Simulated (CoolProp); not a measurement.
Properties of 1,2-dichloroethane along the isobar 1.02 bar (Tc = 288.4 °C, pc = 52.26 bar, ω = 0.269).

Values from CoolProp's reference Helmholtz-energy equation of state, Thol 2015.

| T (°C) | phase | Joule-Thomson coefficient (K/MPa) | isothermal compressibility (1/MPa) |
|---|---|---|---|
| 123.05 | gas | 24.04 | 10.02 |
| 133.45 | gas | ? | 10.00 |
| 143.85 | gas | 20.96 | 9.987 |
| 154.15 | gas | 19.62 | 9.972 |
| 164.55 | gas | 18.39 | 9.959 |
| 174.95 | gas | 17.27 | 9.947 |
| 185.35 | gas | 16.23 | 9.937 |
| 195.75 | gas | ? | 9.927 |
| 206.05 | gas | 14.41 | 9.919 |
| 216.45 | gas | 13.60 | 9.911 |
| 226.85 | gas | ? | 9.903 |

### Question
Some entries are withheld; supply them.

### Answer

- 133.45, Joule-Thomson coefficient (K/MPa): 22.43
- 195.75, Joule-Thomson coefficient (K/MPa): 15.28
- 226.85, Joule-Thomson coefficient (K/MPa): 12.86
